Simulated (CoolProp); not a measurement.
Sulfur dioxide at several states: Z from the reference equation and from simpler models built on Tc = 430.6 K, pc = 78.87 bar, ω = 0.256; each cubic takes its own stable root.

Model: reference Helmholtz-energy equation of state, Gao 2016, in CoolProp.

```tsv
T (K)	p (bar)	phase	reference
394.3	6.06	gas	0.9627
225.9	214	liquid	0.4620
349	2.56	gas	0.9760
```

Q: How far does each simpler model (Soave-Redlich-Kwong, Peng-Robinson) lie from the reference over these 3 states: mean and median of the absolute difference, and the worst?

A: 
- Soave-Redlich-Kwong: mean 4.3 %, median 0.2 %, worst +12.6 % at 225.9 K and 214 bar
- Peng-Robinson: mean 0.2 %, median 0.2 %, worst +0.3 % at 225.9 K and 214 bar
